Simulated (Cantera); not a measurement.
Cantera with NASA thermochemical tables; ideal gases at 1 bar, condensed phases pure. Values are per mole of reaction as written; species without (g) are pure solids or liquids, kept so even where they would boil at 1 bar. TaC: taken at fixed stoichiometry.

Between 300 and 2325 K, where is each reaction favourable under standard conditions?
- 3 NO(g) + TaC ⇌ CO(g) + TaO₂(g) + 3 N(g)


- 3 NO(g) + TaC ⇌ CO(g) + TaO₂(g) + 3 N(g): ΔG° is 898 kJ at 300 K and 358 kJ at 2325 K; it stays positive (K < 1). ΔH° is 967 kJ and ΔS° 262 J/K at 2325 K.
